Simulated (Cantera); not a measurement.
Cantera run, input and output.

```python
import numpy as np
import cantera as ct

gas = ct.Solution("gri30.yaml")
gas.TPX = 1050, 37000, {'N2O': 1, 'H2O': 0.011}
inlet = ct.Reservoir(gas, clone=True)

reactor = ct.IdealGasConstPressureReactor(gas, energy="off", clone=False)
exhaust = ct.Reservoir(gas, clone=True)
tau = [4.1, 1.6, 0.64, 0.25, 0.1, 0.04, 0.016, 0.0062, 0.0025, 0.00097, 0.00039][0]
for a, b in ((inlet, reactor), (reactor, exhaust)):
    ct.MassFlowController(a, b, mdot=lambda t: reactor.mass / tau)
net = ct.ReactorNet([reactor])
show = ['N2O', 'H2O', 'H2', 'N2', 'O']

rows = []
print(f"{'tau/s':>10s}{'T/K':>9s}" + "".join(f"{s:>11s}" for s in show))
for tau in [4.1, 1.6, 0.64, 0.25, 0.1, 0.04, 0.016, 0.0062, 0.0025, 0.00097, 0.00039]:
    net.initial_time = 0.0
    net.advance(30 * tau)
    before = gas.X
    net.advance(40 * tau)
    drift = np.max(np.abs(gas.X - before) / (gas.X + 1e-9))
    rows.append([gas.T, *gas[show].X, drift])
    print(f"{tau:10.3e}{gas.T:9.1f}" + "".join(f"{x:11.3e}" for x in gas[show].X))
```

It prints:

```
     tau/s      T/K        N2O        H2O         H2         N2          O
 4.100e+00   1050.0  9.374e-01  1.069e-02  7.559e-10  3.387e-02  1.134e-07
 1.600e+00   1050.0  9.681e-01  1.080e-02  9.691e-10  1.375e-02  1.175e-07
 6.400e-01   1050.0  9.806e-01  1.085e-02  1.315e-09  5.597e-03  1.215e-07
 2.500e-01   1050.0  9.858e-01  1.087e-02  1.613e-09  2.201e-03  1.245e-07
 1.000e-01   1050.0  9.878e-01  1.087e-02  1.396e-09  8.801e-04  1.260e-07
 4.000e-02   1050.0  9.886e-01  1.088e-02  7.967e-10  3.505e-04  1.266e-07
 1.600e-02   1050.0  9.889e-01  1.088e-02  2.957e-10  1.394e-04  1.267e-07
 6.200e-03   1050.0  9.890e-01  1.088e-02  6.843e-11  5.378e-05  1.264e-07
 2.500e-03   1050.0  9.891e-01  1.088e-02  1.284e-11  2.158e-05  1.256e-07
 9.700e-04   1050.0  9.891e-01  1.088e-02  1.713e-12  8.291e-06  1.235e-07
 3.900e-04   1050.0  9.891e-01  1.088e-02  1.867e-13  3.266e-06  1.184e-07
```

Detailed kinetics in Cantera: GRI-Mech 3.0 (53 species, 325 reactions). GRI-Mech 3.0 was tuned for natural gas; its chemistry of N2O as a main component is partial and can be far from experiment. The mechanism lacks the step 2 NO + O2 → 2 NO2, which can matter for NO2 below about 1400 K. The temperature is held fixed by assumption; the heat of reaction is taken as removed at once.
